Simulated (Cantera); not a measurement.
What does this Cantera script print?

```python
import numpy as np
import cantera as ct

gas_names = """
    O O2 O3 S SO SO2 SO3 S2 S2O S8
""".split()
cond_names = """
    S(cr1) S(cr2) S(L)
""".split()


# ... load() reads the species with a 1 bar reference pressure and builds the phases ...
atoms = {
    'S': {'S': 1},
    'O2': {'O': 2},
}
top_T = {}  # K; cautious upper limits of use, not melting points


# ... equilibrate(T, P, feed) seeds the gas with the atoms and calls Mixture.equilibrate('TP', solver="vcs", rtol=1e-11, max_steps=5000) ...
results = []
feed = {'S': 1, 'O2': 0.55}  # mol
P = 133.322  # Pa
for T in [1975, 2125, 2275, 2425, 2575, 2725, 2875, 3025, 3175]:
    mix = equilibrate(T, P, feed)
    results.append((T, P, feed, dict(zip(mix.species_names, mix.species_moles))))
    x = sorted(zip(gas.X, gas.species_names), reverse=True)
    print(f"T = {T:g} K  P = {P:g} Pa  gas = {mix.phase_moles(0):.4g} mol")
    print("   x: " + "  ".join(f"{s} {v:.3e}" for v, s in x if v > 0.0001))
    print("   condensed (mol): " + ("  ".join(f"{mix.phase(i).name} {mix.phase_moles(i):.4g}"
          for i in range(1, mix.n_phases) if mix.phase_moles(i) > 1e-12) or "none"))
```

Output:

```
T = 1975 K  P = 133.322 Pa  gas = 0.8359 mol
   x: SO2 5.431e-01  SO 2.276e-01  S2 1.946e-01  S 3.256e-02  S2O 1.905e-03  O 1.164e-04
   condensed (mol): none
T = 2125 K  P = 133.322 Pa  gas = 0.8775 mol
   x: SO2 4.629e-01  SO 3.251e-01  S2 1.393e-01  S 7.028e-02  S2O 1.342e-03  O 7.607e-04  O2 2.828e-04
   condensed (mol): none
T = 2275 K  P = 133.322 Pa  gas = 0.9288 mol
   x: SO 4.067e-01  SO2 3.852e-01  S 1.210e-01  S2 8.108e-02  O 4.044e-03  O2 1.186e-03  S2O 8.009e-04
   condensed (mol): none
T = 2425 K  P = 133.322 Pa  gas = 0.9854 mol
   x: SO 4.528e-01  SO2 3.176e-01  S 1.683e-01  S2 3.766e-02  O 1.853e-02  O2 4.670e-03  S2O 4.024e-04
   condensed (mol): none
T = 2575 K  P = 133.322 Pa  gas = 1.072 mol
   x: SO 4.519e-01  SO2 2.372e-01  S 2.098e-01  O 6.939e-02  S2 1.657e-02  O2 1.491e-02  S2O 1.849e-04
   condensed (mol): none
T = 2725 K  P = 133.322 Pa  gas = 1.253 mol
   x: SO 3.852e-01  S 2.681e-01  O 1.830e-01  SO2 1.271e-01  O2 2.775e-02  S2 8.793e-03
   condensed (mol): none
T = 2875 K  P = 133.322 Pa  gas = 1.53 mol
   x: S 3.444e-01  O 3.250e-01  SO 2.567e-01  SO2 4.162e-02  O2 2.688e-02  S2 5.302e-03
   condensed (mol): none
T = 3025 K  P = 133.322 Pa  gas = 1.795 mol
   x: O 4.297e-01  S 4.093e-01  SO 1.329e-01  O2 1.620e-02  SO2 8.946e-03  S2 3.019e-03
   condensed (mol): none
T = 3175 K  P = 133.322 Pa  gas = 1.959 mol
   x: O 4.832e-01  S 4.462e-01  SO 5.958e-02  O2 7.808e-03  SO2 1.580e-03  S2 1.576e-03
   condensed (mol): none
```

Method: chemical equilibrium by Gibbs-energy minimisation in Cantera with the NASA 1993 tables (ideal gas, pure condensed phases).
